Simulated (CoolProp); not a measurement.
n-octane along the isotherm 388.2 K: density (kg/m³) from the reference equation and from simpler models built on Tc = 568.7 K, pc = 2.484 MPa, ω = 0.398; each cubic takes its own stable root.

Computed with CoolProp (reference Helmholtz-energy equation of state, Beckmüller 2019).

| p (MPa) | phase | reference | Soave-Redlich-Kwong | Peng-Robinson |
|---|---|---|---|---|
| 0.0393 | gas | 1.424 | 1.417 | 1.419 |
| 0.0894 | liquid | 621.2 | 537.1 | 607.3 |
| 0.203 | liquid | 621.4 | 537.4 | 607.6 |
| 0.463 | liquid | 621.9 | 538.1 | 608.3 |
| 1.05 | liquid | 622.9 | 539.7 | 609.8 |
| 2.4 | liquid | 625.3 | 543.1 | 613.0 |
| 5.46 | liquid | 630.3 | 550.1 | 619.8 |
| 12.4 | liquid | 640.5 | 563.0 | 632.4 |
